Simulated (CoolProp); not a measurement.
Vapour-liquid equilibrium of n-hexane (1) + m-xylene (2) at 0.239 MPa; x and y are mole fractions of (1).

Model: multi-fluid Helmholtz-energy mixture model, Thol 2019 and Zhou 2012; pair parameters Bell 2016, in CoolProp.

| x | bubble temperature, mixture model (K) | bubble temperature, Raoult's law (K) | y, mixture model | y, Raoult's law |
|---|---|---|---|---|
| 0.05 | 439.3 | 439.1 | 0.197 | 0.213 |
| 0.125 | 427.9 | 428.5 | 0.427 | 0.437 |
| 0.2 | 417.7 | 419.6 | 0.590 | 0.588 |
| 0.275 | 409.0 | 412.1 | 0.702 | 0.694 |
| 0.35 | ___ | 405.6 | 0.779 | 0.770 |
| 0.425 | 395.9 | 399.9 | 0.832 | 0.827 |
| 0.5 | 391.1 | 394.9 | 0.870 | 0.870 |
| 0.575 | 387.1 | 390.4 | ___ | 0.903 |
| 0.65 | ___ | 386.4 | 0.920 | 0.930 |
| 0.725 | 380.9 | 382.8 | 0.939 | 0.951 |
| 0.8 | 378.4 | 379.5 | 0.956 | 0.968 |
| 0.875 | 376.0 | 376.5 | 0.972 | 0.982 |
| 0.95 | 373.6 | 373.7 | 0.988 | 0.993 |

Task: What belongs in the gaps?

Result: 
- 0.35, bubble temperature, mixture model (K): 401.8
- 0.575, y, mixture model: 0.898
- 0.65, bubble temperature, mixture model (K): 383.8

The largest gap from Raoult's law is -4.0 K in bubble temperature, at x = 0.425. No azeotrope shows between x = 0.05 and 0.95.

The pair parameters rest on a limited set of measurements; away from them the model extrapolates. The gap from Raoult's law changes sign with composition, which may be real or a fault of the pair parameters; it wasn't checked against measurements.
